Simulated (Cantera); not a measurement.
Input: 1 mol Si2Cl6, 0.094 mol Cl2, 410 mol H2, 0.3 mol HCl, equilibrated at 900 K and 0.00430 bar.

Method: chemical equilibrium by Gibbs-energy minimisation in Cantera with the NASA 1993 tables (ideal gas, pure condensed phases). Candidate condensed phases: Si; 19 gas species. The feed counts by its element totals alone. The tables' values for SiCl3 are old estimates; treat these amounts as uncertain. Kinetics and transport are ignored.

**Question.** What is the equilibrium state?

**Answer.** x(H2): 0.991
x(HCl): 0.00658
x(SiCl4): 0.00167
x(SiHCl3): 0.000716
x(SiCl2): 5.93e-5
x(SiCl3): 4.56e-5
x(SiH2Cl2): 2.91e-5
n(Si(s)): 0.959 mol
gas amount: 412.4 mol
